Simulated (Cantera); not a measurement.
**Iron carbonyl, mercury and lead vapours: PbO + H2 + N2**

A closed system holds: 1 mol PbO, 0.69 mol H2, 21 mol N2, equilibrated at 5.40 Torr.

Cantera equilibrium calculation (NASA polynomials, part measured and part estimated; ideal gas, pure solids and liquids). Candidate condensed phases: H2O, Pb, PbO, PbO2, Pb3O4; 27 gas species. Mutual solubility and eutectic melting of coexisting phases are not modelled. Equilibrium is a limit: real reactors are often held back by kinetics, nucleation or transport.

| T (°C) | x N2 | x H2O | x Pb | x PbO | n Pb(l) | n PbO(red) | n PbO(yellow) |
|---|---|---|---|---|---|---|---|
| 477 | 0.968 | 0.0318 | 1.32e-6 | 5.82e-10 | 0.690 | 0.310 | 0 |
| 527 | 0.968 | 0.0318 | 8.53e-6 | 9.72e-9 | 0.690 | 0 | 0.310 |
| 577 | 0.968 | 0.0318 | 4.42e-5 | 1.16e-7 | 0.689 | 0 | 0.310 |
| 627 | 0.968 | 0.0318 | 0.000190 | 1.04e-6 | 0.686 | 0 | 0.310 |
| 677 | 0.968 | 0.0318 | 0.000699 | 7.33e-6 | 0.675 | 0 | 0.310 |
| 727 | 0.966 | 0.0317 | 0.00225 | 4.23e-5 | 0.641 | 0 | 0.309 |
| 777 | 0.962 | 0.0316 | 0.00646 | 0.000206 | 0.549 | 0 | 0.306 |
x: gas mole fraction; n: condensed amount in mol.

At 477 °C the condensed part is Pb(l) + PbO(red). From 527 °C to 777 °C the condensed part is Pb(l) + PbO(yellow). The main Pb-bearing gas is Pb throughout.
